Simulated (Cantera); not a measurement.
Feed: 1 mol Fe(CO)5, 0.42 mol O2, 28 mol H2, equilibrated at 1.10 mbar.

Cantera equilibrium calculation (NASA polynomials, part measured and part estimated; ideal gas, pure solids and liquids). Candidate condensed phases: C, C6H6, C7H8, C8H18, Fe, Fe(CO)5, FeO, Fe(OH)2, Fe(OH)3, Fe2O3, Fe3O4, H2O; 114 gas species. Equilibrium is a limit: real reactors are often held back by kinetics, nucleation or transport.

### Question
At 1175 K, list the 4 most abundant gas species with their mole fractions, and the condensed phases.

### Answer
H2 0.826, CO 0.148, H2O 0.0223, CO2 0.00313. Condensed: Fe(α).
